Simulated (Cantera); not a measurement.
What does this Cantera script print?

```python
import numpy as np
import cantera as ct

gas_names = """
    B BH BH2 BH3 BN BO BO2 B2 B2O B2O2 B2O3 B3O3H3 H HBO HBO2 HNO HNO2 HNO3 HO2 H2 H2O H2O2 H3B3O6 N NH
    NH2 NH3 NH2OH NO NO2 NO3 N2 N2H2 N2H4 N2O O OH O2 O3
""".split()
cond_names = """
    B(b) B(L) BN(s) B2O3(L) B3O3H3(cr) H2O(s) H2O(L)
""".split()


# ... load() reads the species with a 1 bar reference pressure and builds the phases ...
atoms = {
    'BN': {'B': 1, 'N': 1},
    'H2O': {'H': 2, 'O': 1},
    'H2': {'H': 2},
}
top_T = {'BN(s)': 3200}  # K; cautious upper limits of use, not melting points


# ... equilibrate(T, P, feed) seeds the gas with the atoms and calls Mixture.equilibrate('TP', solver="vcs", rtol=1e-11, max_steps=5000) ...
results = []
feed = {'BN': 1, 'H2O': 5.3, 'H2': 3.1}  # mol
T = 1623.15  # K
P = 27000  # Pa
mix = equilibrate(T, P, feed)
results.append((T, P, feed, dict(zip(mix.species_names, mix.species_moles))))
x = sorted(zip(gas.X, gas.species_names), reverse=True)
print(f"T = {T:g} K  P = {P:g} Pa  gas = {mix.phase_moles(0):.4g} mol")
print("   x: " + "  ".join(f"{s} {v:.3e}" for v, s in x if v > 0.001))
print("   condensed (mol): " + ("  ".join(f"{mix.phase(i).name} {mix.phase_moles(i):.4g}"
      for i in range(1, mix.n_phases) if mix.phase_moles(i) > 1e-12) or "none"))
```

Result:

```
T = 1623.15 K  P = 27000 Pa  gas = 9.265 mol
   x: H2 4.963e-01  H2O 3.709e-01  HBO2 7.744e-02  N2 5.396e-02
   condensed (mol): B2O3(L) 0.1275
```

Cantera equilibrium calculation (NASA polynomials, part measured and part estimated; ideal gas, pure solids and liquids). Gases not in the tables: H3BO3.
